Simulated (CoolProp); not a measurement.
Vapour-liquid equilibrium of C2F6 (R116) (1) + R143a (2) at 181.7 K; x and y are mole fractions of (1).

Computed with CoolProp (multi-fluid Helmholtz-energy mixture model, Lemmon 2006 and Lemmon and Jacobsen 2000; pair parameters Bell 2016).

| x | bubble pressure, mixture model (kPa) | bubble pressure, Raoult's law (kPa) | y, mixture model | y, Raoult's law |
|---|---|---|---|---|
| 0.05 | 15.69 | 8.775 | 0.585 | 0.265 |
| 0.15 | 28.02 | 12.74 | 0.784 | 0.547 |
| 0.25 | 35.09 | 16.71 | 0.838 | 0.695 |
| 0.35 | 38.91 | 20.68 | 0.861 | 0.786 |
| 0.45 | 40.89 | 24.64 | 0.873 | 0.848 |
| 0.55 | 41.99 | 28.61 | 0.881 | 0.893 |
| 0.65 | 42.83 | 32.58 | 0.888 | 0.927 |
| 0.75 | 43.77 | 36.54 | 0.898 | 0.954 |
| 0.85 | 44.93 | 40.51 | 0.919 | 0.975 |
| 0.95 | 46.10 | 44.47 | 0.962 | 0.992 |

The largest gap from Raoult's law is +119.9 % in bubble pressure, at x = 0.15. No azeotrope shows between x = 0.05 and 0.95.

The pair parameters rest on a limited set of measurements; away from them the model extrapolates. With so large a gap from Raoult's law the liquid may split in two, which this calculation doesn't test in full.
